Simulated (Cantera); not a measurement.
**Reactions in the system B-H-O**

Cantera with NASA thermochemical tables; ideal gases at 1 bar, condensed phases pure. Values are per mole of reaction as written; species without (g) are pure solids or liquids, kept so even where they would boil at 1 bar.

B + 3 OH(g) ⇌ H₂O(g) + HBO₂(g)

```csv
T (K),ΔH° (kJ),ΔS° (J/K),ΔG° (kJ),log10 K
1575,-936.1,-153.6,-694.2,23.02
1650,-936.5,-153.8,-682.7,21.61
1725,-937.0,-154.1,-671.2,20.32
1800,-937.4,-154.3,-659.6,19.14
1875,-937.7,-154.5,-648.0,18.05
1950,-938.1,-154.7,-636.4,17.05
2025,-938.5,-154.9,-624.8,16.12
```
